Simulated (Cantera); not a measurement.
Ammonia decomposition in nitride growth gas

An isothermal, constant-pressure homogeneous reactor starts with NH3 : N2 = 1 : 17 (molar parts), at 1773 K and 20000 Pa.

Detailed kinetics in Cantera: the gas-phase N/H chemistry of the illustrative SiF4/NH3 mechanism in the Surface Chemkin manual (1991). Walls and surfaces, which speed up NH3 decomposition in real reactors, are not modelled.

| t (s) | x NH3 | x N2 | x H2 | x N2H4 | x N | x H | x N2H2 |
|---|---|---|---|---|---|---|---|
| 6.00e-5 | 0.0556 | 0.944 | 3.84e-7 | <1e-12 | <1e-12 | 4.62e-8 | 3.56e-12 |
| 0.000156 | 0.0556 | 0.944 | 1.08e-6 | 3.51e-12 | <1e-12 | 4.62e-8 | 3.34e-11 |
| 0.000408 | 0.0555 | 0.944 | 2.89e-6 | 2.49e-11 | 2.28e-12 | 4.65e-8 | 2.64e-10 |
| 0.00106 | 0.0555 | 0.944 | 7.75e-6 | 1.71e-10 | 4.44e-11 | 4.92e-8 | 2.07e-9 |
| 0.00277 | 0.0555 | 0.944 | 2.35e-5 | 1.13e-9 | 3.53e-10 | 7.19e-8 | 1.64e-8 |
| 0.00721 | 0.0554 | 0.944 | 0.000113 | 5.86e-9 | 1.71e-9 | 2.24e-7 | 9.43e-8 |
| 0.0188 | 0.0550 | 0.944 | 0.000620 | 1.01e-8 | 7.24e-9 | 7.41e-7 | 1.79e-7 |
| 0.0490 | 0.0540 | 0.944 | 0.00212 | 8.65e-9 | 2.32e-8 | 1.84e-6 | 1.77e-7 |
| 0.128 | 0.0513 | 0.943 | 0.00590 | 6.44e-9 | 6.45e-8 | 4.26e-6 | 1.63e-7 |
| 0.333 | 0.0452 | 0.940 | 0.0147 | 4.27e-9 | 1.27e-7 | 9.48e-6 | 1.32e-7 |
| 0.867 | 0.0332 | 0.935 | 0.0318 | 2.32e-9 | 1.71e-7 | 2.04e-5 | 8.41e-8 |
| 2.26 | 0.0165 | 0.928 | 0.0554 | 7.68e-10 | 1.73e-7 | 4.07e-5 | 3.30e-8 |
| 5.89 | 0.00407 | 0.923 | 0.0731 | 9.25e-11 | 1.34e-7 | 7.57e-5 | 5.32e-9 |
| 15.3 | 0.000376 | 0.921 | 0.0783 | 2.40e-12 | 6.81e-8 | 0.000141 | 2.18e-10 |
| 40.0 | 4.01e-5 | 0.921 | 0.0788 | <1e-12 | 1.43e-8 | 0.000178 | 4.69e-12 |
x: mole fraction; the columns are a selection and need not sum to one.

Equilibrium at this temperature and pressure: NH3 1.30e-7, N2 0.921, H2 0.0789, N2H4 <1e-12, N 4.80e-11, H 0.000180, N2H2 <1e-12 (gas phase only).
